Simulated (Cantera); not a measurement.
Silicon etching in halogen gases: Si + NF₃ + H₂

Charge: 1 mol Si, 1.5 mol NF₃, 0.25 mol H₂, held at 502 °C and 6.90 Pa.

Equilibrium computed with Cantera from the NASA thermochemical tables; the gas is ideal and each condensed phase is pure. Candidate condensed phases: Si, Si₃N₄; 37 gas species. Rates play no part.

- x(SiF₄): 0.444
- x(N₂): 0.333
- x(HF): 0.222
- gas amount: 2.250 mol
- log10 activity of Si(s) (absent): -52.38
